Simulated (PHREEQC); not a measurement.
0.01 mol of CaSeO3 (CaSeO3) is brought to equilibrium with 1 kg of water holding 0.1 mol NaCl, at 25 °C, the pH being set by adding NaOH or HCl. The system is closed to oxygen. The system is closed to CO2. Only these solids could form: CaSeO3, Portlandite.

All values are PHREEQC results (ion-association model, wateq4f.dat), not measurements.

Predict HSeO3- (mol/kgw), SeO3-2 (mol/kgw) at pH = 7.94, 9.25, 10.12, 11.


| pH | HSeO3- (mol/kgw) | SeO3-2 (mol/kgw) |
|---|---|---|
| 7.94 | 0.00448 | 0.00271 |
| 9.25 | 0.000343 | 0.00418 |
| 10.12 | 4.78e-5 | 0.00433 |
| 11 | 6.36e-6 | 0.00438 |

Species that the database lacks are ignored.
